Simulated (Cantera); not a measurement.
An adiabatic, constant-volume homogeneous reactor starts with 11.9 % CH₄, 2.85 % H₂, 12.0 % O₂, 73.2 % N₂, at 1225 K and 1.00 atm.

Cantera simulation using GRI-Mech 3.0 (53 species, 325 reactions); the numbers are that mechanism's predictions, not measurements.

x: mole fraction; the columns are a selection and need not sum to one.

```json
[
 {"t (s)": "2.00e-6", "T (K)": "1225", "P (bar)": "1.01", "x CH₄": "0.119", "x H₂": "0.0285", "x O₂": "0.120", "x HO₂": "___", "x CH₂CO": "<1e-12"},
 {"t (s)": "5.72e-6", "T (K)": "1225", "P (bar)": "1.01", "x CH₄": "0.119", "x H₂": "0.0285", "x O₂": "0.120", "x HO₂": "___", "x CH₂CO": "<1e-12"},
 {"t (s)": "1.64e-5", "T (K)": "1225", "P (bar)": "1.01", "x CH₄": "0.119", "x H₂": "0.0285", "x O₂": "0.120", "x HO₂": "___", "x CH₂CO": "<1e-12"},
 {"t (s)": "4.68e-5", "T (K)": "1225", "P (bar)": "1.01", "x CH₄": "0.119", "x H₂": "0.0285", "x O₂": "0.120", "x HO₂": "___", "x CH₂CO": "<1e-12"},
 {"t (s)": "0.000134", "T (K)": "1225", "P (bar)": "1.01", "x CH₄": "0.119", "x H₂": "0.0285", "x O₂": "0.120", "x HO₂": "___", "x CH₂CO": "<1e-12"},
 {"t (s)": "0.000383", "T (K)": "1225", "P (bar)": "1.01", "x CH₄": "0.119", "x H₂": "0.0285", "x O₂": "0.120", "x HO₂": "___", "x CH₂CO": "<1e-12"},
 {"t (s)": "0.00110", "T (K)": "1225", "P (bar)": "1.01", "x CH₄": "0.119", "x H₂": "0.0285", "x O₂": "0.120", "x HO₂": "___", "x CH₂CO": "4.74e-10"},
 {"t (s)": "0.00313", "T (K)": "1232", "P (bar)": "1.02", "x CH₄": "0.118", "x H₂": "0.0282", "x O₂": "0.119", "x HO₂": "___", "x CH₂CO": "2.17e-7"},
 {"t (s)": "0.00896", "T (K)": "1281", "P (bar)": "1.06", "x CH₄": "0.111", "x H₂": "0.0285", "x O₂": "0.115", "x HO₂": "___", "x CH₂CO": "2.42e-5"},
 {"t (s)": "0.0256", "T (K)": "2291", "P (bar)": "2.12", "x CH₄": "1.08e-10", "x H₂": "0.140", "x O₂": "8.73e-7", "x HO₂": "8.62e-10", "x CH₂CO": "<1e-12"},
 {"t (s)": "0.0733", "T (K)": "2291", "P (bar)": "2.12", "x CH₄": "9.91e-11", "x H₂": "0.140", "x O₂": "8.79e-7", "x HO₂": "8.68e-10", "x CH₂CO": "<1e-12"},
 {"t (s)": "0.210", "T (K)": "2291", "P (bar)": "2.12", "x CH₄": "9.86e-11", "x H₂": "0.140", "x O₂": "8.79e-7", "x HO₂": "8.68e-10", "x CH₂CO": "<1e-12"},
 {"t (s)": "0.600", "T (K)": "2291", "P (bar)": "2.12", "x CH₄": "9.86e-11", "x H₂": "0.140", "x O₂": "8.79e-7", "x HO₂": "8.68e-10", "x CH₂CO": "<1e-12"}
]
```

Problem. What belongs in the gaps?

Solution. 
- 2.00e-6, x HO₂: 2.89e-9
- 5.72e-6, x HO₂: 8.27e-9
- 1.64e-5, x HO₂: 2.36e-8
- 4.68e-5, x HO₂: 6.69e-8
- 0.000134, x HO₂: 1.88e-7
- 0.000383, x HO₂: 5.51e-7
- 0.00110, x HO₂: 1.96e-6
- 0.00313, x HO₂: 4.61e-6
- 0.00896, x HO₂: 2.45e-5
